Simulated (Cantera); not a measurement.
# Ignition delay

Mixture: CH4 : O2 : N2 = 1 : 3.33 : 12.5 (molar parts), equivalence ratio 0.60, at 1.01 bar, adiabatic and at constant pressure. Ignition delay is the time to a rise of 400 K.

Computed with Cantera and GRI-Mech 3.0 (53 species, 325 reactions).

```tsv
T0 (K)	delay (ms)
1223	25.0
1273	12.7
1323	6.69
1373	3.67
1423	2.10
1473	1.26
1523	0.785
```

| Quantity | Result |
|---|---|
| apparent activation energy between 1423 and 1523 K | 180 kJ/mol |
